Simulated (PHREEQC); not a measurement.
Dissolve 0.0035 mol HF and 0.012 mol NH4HF2 per kg of water at 20 °C. Closed to the air; pH follows from the charge balance.

The numbers come from PHREEQC with the ion-association model, phreeqc.dat.

No solid was allowed to form.

Task: Order these F species by the share of F that they hold, largest first: HF2-, HF, F-.

Result: HF (50 %), F- (45 %), HF2- (4.6 %)

The pH is 3.04 and the ionic strength 0.0130 mol/kgw.
